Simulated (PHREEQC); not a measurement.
Consider water at 25 °C with 0.0029 mol/kgw Cu(BF4)2, 0.037 mol/kgw HCl and 0.00024 mol/kgw Na2SO4. Closed to the air; pH follows from the charge balance.

Computed with PHREEQC (ion-association model, wateq4f.dat).

No solid was allowed to form.

Problem. What pH does the model give?

Solution. pH 1.52.

Problem. In which forms is B present?

Solution. BF4- 68 %, H3BO3 27 %, BF3OH- 3.9 %, BF2(OH)2- 0.9 % of the B.

Species that the database lacks are ignored. Real BF4- forms and hydrolyses slowly; the run takes it at equilibrium.
